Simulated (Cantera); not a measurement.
Feed: 1 mol Si, 0.57 mol Cl2, 19 mol H2, held at 100 Torr.

Equilibrium computed with Cantera from the NASA thermochemical tables; the gas is ideal and each condensed phase is pure. Candidate condensed phases: Si; 19 gas species. The tables' values for SiCl3 are old estimates; treat these amounts as uncertain. Kinetics and transport are ignored.

x: gas mole fraction; n: condensed amount in mol.

```csv
T (K),x H2,x HCl,x SiCl2,x SiCl4,x SiHCl3,x SiCl3,n Si(s)
1123,0.966,0.0234,0.00120,0.00494,[?],0.000691,0.794
1173,0.961,0.0295,0.00206,0.00349,[?],0.000855,0.819
1223,0.957,0.0350,0.00311,0.00216,[?],0.000919,0.840
1273,0.953,0.0392,0.00416,0.00116,[?],0.000859,0.854
1323,0.951,0.0418,0.00502,0.000559,[?],0.000716,0.862
1373,0.950,0.0431,0.00564,0.000254,[?],0.000556,0.866
1423,0.949,0.0437,0.00607,0.000114,[?],0.000419,0.866
1473,0.949,0.0439,0.00639,5.25e-5,[?],0.000313,0.865
```

### Question
Fill in the missing entries.

### Answer

- 1123, x SiHCl3: 0.00350
- 1173, x SiHCl3: 0.00265
- 1223, x SiHCl3: 0.00182
- 1273, x SiHCl3: 0.00113
- 1323, x SiHCl3: 0.000645
- 1373, x SiHCl3: 0.000353
- 1423, x SiHCl3: 0.000192
- 1473, x SiHCl3: 0.000106
